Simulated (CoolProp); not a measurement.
The numbers come from the reference Helmholtz-energy equation of state, Zhou 2011 in CoolProp.

### Question
For dimethyl carbonate, give the phase and the Joule-Thomson coefficient (K/MPa) at 344.7 K and 0.101 MPa; 393.8 K and 0.101 MPa; 475.5 K and 0.101 MPa.

### Answer
- 344.7 K and 0.101 MPa: liquid; Joule-Thomson coefficient -0.272
- 393.8 K and 0.101 MPa: gas; Joule-Thomson coefficient 18.4
- 475.5 K and 0.101 MPa: gas; Joule-Thomson coefficient 10.2
